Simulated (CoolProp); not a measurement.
Methane at 293.15 K and 2.89 MPa is throttled through a valve to 0.771 MPa with no heat exchange. Each further row changes one setting.

Computed with CoolProp (reference Helmholtz-energy equation of state, Setzmann 1991).

| case | temperature change (K) | final density (kg/m³) |
|---|---|---|
| as stated | [?] | [?] |
| outlet pressure 0.231 MPa | [?] | [?] |
| outlet pressure 1 MPa | [?] | [?] |

Task: Some entries are withheld; supply them.

Result: 
- as stated, temperature change (K): -9.7
- as stated, final density (kg/m³): 5.33
- outlet pressure 0.231 MPa, temperature change (K): -12.3
- outlet pressure 0.231 MPa, final density (kg/m³): 1.60
- outlet pressure 1 MPa, temperature change (K): -8.6
- outlet pressure 1 MPa, final density (kg/m³): 6.92
